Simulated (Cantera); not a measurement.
A closed system holds: 1 mol SiHCl3, 0.11 mol HCl, 39 mol N2, equilibrated at 0.0950 bar.

Cantera equilibrium calculation (NASA polynomials, part measured and part estimated; ideal gas, pure solids and liquids). Candidate condensed phases: NH4Cl, Si, Si3N4; 28 gas species. N2 is the only nitrogen source here; it is nearly inert below about 1500 K, so the nitride shown seldom forms there in practice. Equilibrium is a limit: real reactors are often held back by kinetics, nucleation or transport.

**Question.** What share of the Si ends up in condensed phases as a function of T (K), at 948, 998, 1048, 1098, 1148, 1198, 1248, 1298, 1348, 1398, 1448, 1498?

**Answer.** 
```
T (K)  Si condensed (%)        as
-----  ----------------  --------
948                45.9  Si3N4(s)
998                46.2  Si3N4(s)
1048               46.5  Si3N4(s)
1098               46.6  Si3N4(s)
1148               46.7  Si3N4(s)
1198               46.7  Si3N4(s)
1248               46.4  Si3N4(s)
1298               45.6  Si3N4(s)
1348               44.0  Si3N4(s)
1398               40.7  Si3N4(s)
1448               35.1  Si3N4(s)
1498               26.7  Si3N4(s)
```
